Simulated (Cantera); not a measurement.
An isothermal, constant-pressure homogeneous reactor starts with CH4 : O2 : N2 = 0.014 : 0.0052 : 1 (molar parts), equivalence ratio 5.4, at 1150 K and 1.01 bar. Integrator tolerance rtol = 1e-08.

Model: GRI-Mech 3.0 (53 species, 325 reactions), integrated in Cantera. GRI-Mech 3.0 stops at C3 and has no aromatics, soot or wall deposition, so with more carbon than oxygen in the feed, carbon stays in small species such as C2H2 where larger ones or solid carbon would form.

| quantity | before | after |
|---|---|---|
| x(CH4) at 80.0 s | 0.00790 (gas-phase equilibrium 0.00188) | 0.107 (gas-phase equilibrium 0.0744) |
| x(O2) at 80.0 s | 6.47e-5 (gas-phase equilibrium <1e-12) | 0.000537 (gas-phase equilibrium <1e-12) |
| x(CH2CO) at 80.0 s | 2.97e-6 (gas-phase equilibrium 4.11e-10) | 3.16e-5 (gas-phase equilibrium 5.89e-9) |
| x(C2H6) at 80.0 s | 6.55e-6 (gas-phase equilibrium 8.77e-8) | 9.76e-5 (gas-phase equilibrium 5.67e-5) |
| x(H) at 80.0 s | 7.60e-9 (gas-phase equilibrium 1.12e-8) | 2.65e-9 (gas-phase equilibrium 1.74e-8) |
| x(HCN) at 80.0 s | 2.52e-11 (gas-phase equilibrium 0.00152) | <1e-12 (gas-phase equilibrium 0.0149) |

**Question.** Name the change that produced these shifts.
A) pressure from 1.01 bar to 8.70 bar
B) N2 1 to 0.42 parts
C) N2 1 to 0.14 parts
D) CH4 0.014 to 0.13 parts

**Answer.** D, CH4 0.014 to 0.13 parts
